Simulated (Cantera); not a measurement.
A closed system holds: 1 mol borazine, 2.1 mol H2O, at 2027 °C and 10.0 mbar.

Method: chemical equilibrium by Gibbs-energy minimisation in Cantera with the NASA 1993 tables (ideal gas, pure condensed phases). Candidate condensed phases: B, BN, B2O3, B3O3H3, H2O; 39 gas species. The feed counts by its element totals alone. The tables' values for BH2 are old estimates; treat these amounts as uncertain. Rates play no part.

Base state: H2 0.526, N2 0.177, BO 0.119, HBO 0.0798, H 0.0702, B2O2 0.0223, B2O 0.00337, BH2 0.00109 (mole fractions); condensed: B(s).

What changes in the equilibrium state with this change: temperature from 2027 °C to 1302 °C?


```
species        before     after
------------  -------  --------
H2              0.526     0.846
N2              0.177     0.118
HBO            0.0798    0.0126
BO              0.119  0.000134
H              0.0702  0.000382
HBO2          7.39e-5    0.0118
B2O2           0.0223   0.00116
B2O           0.00337   2.69e-9
B             0.00101     <1e-9
BH            6.45e-5     <1e-9
BN            2.36e-5     <1e-9
BH2           0.00109   9.74e-8
B(s), mol       0.855         0
BN(s), mol          0      1.60
B2O3(l), mol        0     0.567
```
Mutual solubility and eutectic melting of coexisting phases are not modelled.

What changes in the equilibrium state with this change: temperature from 2027 °C to 952 °C?


```json
[
 {"species": "H2", "before": "0.526", "after": "0.878"},
 {"species": "N2", "before": "0.177", "after": "0.120"},
 {"species": "H2O", "before": "6.68e-6", "after": "0.000824"},
 {"species": "BO", "before": "0.119", "after": "3.35e-9"},
 {"species": "HBO", "before": "0.0798", "after": "2.42e-5"},
 {"species": "B2O2", "before": "0.0223", "after": "1.25e-8"},
 {"species": "H", "before": "0.0702", "after": "2.92e-6"},
 {"species": "HBO2", "before": "7.39e-5", "after": "0.000338"},
 {"species": "B2O", "before": "0.00337", "after": "<1e-9"},
 {"species": "BH2", "before": "0.00109", "after": "<1e-9"},
 {"species": "B(s), mol", "before": "0.855", "after": "0"},
 {"species": "BN(s), mol", "before": "0", "after": "1.60"},
 {"species": "B2O3(l), mol", "before": "0", "after": "0.697"}
]
```
Mutual solubility and eutectic melting of coexisting phases are not modelled.

What changes in the equilibrium state with this change: temperature from 2027 °C to 1825 °C?


```json
[
 {"species": "H2", "before": "0.526", "after": "0.610"},
 {"species": "N2", "before": "0.177", "after": "0.139"},
 {"species": "HBO", "before": "0.0798", "after": "0.114"},
 {"species": "BO", "before": "0.119", "after": "0.0595"},
 {"species": "H", "before": "0.0702", "after": "0.0241"},
 {"species": "B2O2", "before": "0.0223", "after": "0.0502"},
 {"species": "B", "before": "0.00101", "after": "3.69e-5"},
 {"species": "BN", "before": "2.36e-5", "after": "1.18e-6"},
 {"species": "B(s), mol", "before": "0.855", "after": "0"},
 {"species": "BN(s), mol", "before": "0", "after": "0.908"}
]
```
